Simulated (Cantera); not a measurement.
A freely propagating, adiabatic, planar premixed flame of H₂ : O₂ : N₂ = 1 : 0.208 : 0.854 (molar parts), equivalence ratio 2.4, unburnt at 500 K and 110000 Pa; mixture-averaged transport, grid criteria slope 0.08 and curve 0.16, no radiation.

Model: the H2/O2 subset of GRI-Mech 3.0, which has no nitrogen chemistry, integrated in Cantera. Burning velocities carry a grid error of a few per cent, more on coarse grids.

x: mole fraction of selected species; z is measured from the peak of heat release.

```csv
z (mm),T (K),u (m/s),x H₂,x O₂,x OH,x H,x H₂O,x HO₂
-1.15,500,5.87,0.485,0.101,<1e-8,<1e-8,<1e-8,<1e-8
-0.768,500,5.87,0.485,0.101,<1e-8,<1e-8,<1e-8,<1e-8
-0.576,500,5.87,0.485,0.101,<1e-8,<1e-8,<1e-8,<1e-8
-0.384,500,5.87,0.485,0.101,<1e-8,1.22e-8,3.73e-7,4.89e-7
-0.192,538,6.27,0.479,0.101,(withheld),0.000224,0.00156,0.000295
-0.0959,794,9.02,0.446,0.0933,(withheld),0.00727,0.0241,0.000171
0,1163,12.9,0.368,0.0628,(withheld),0.0364,0.0915,7.02e-5
0.0959,1413,15.6,0.296,0.0203,0.00204,0.0649,0.174,2.13e-5
0.192,1525,16.7,0.274,0.00427,0.00200,0.0706,0.205,4.30e-6
0.384,1623,17.7,0.274,0.000333,0.00206,0.0626,0.214,3.26e-7
0.768,1721,18.6,0.283,9.92e-5,0.00205,0.0493,0.216,1.06e-7
1.54,1815,19.5,0.292,5.79e-5,(withheld),0.0358,0.218,6.56e-8
3.07,1893,20.2,0.299,2.88e-5,(withheld),0.0242,0.220,3.59e-8
```

Problem. Fill in the missing entries.

Solution. 
- -0.192, x OH: 9.23e-5
- -0.0959, x OH: 0.000541
- 0, x OH: 0.00123
- 1.54, x OH: 0.00183
- 3.07, x OH: 0.00144
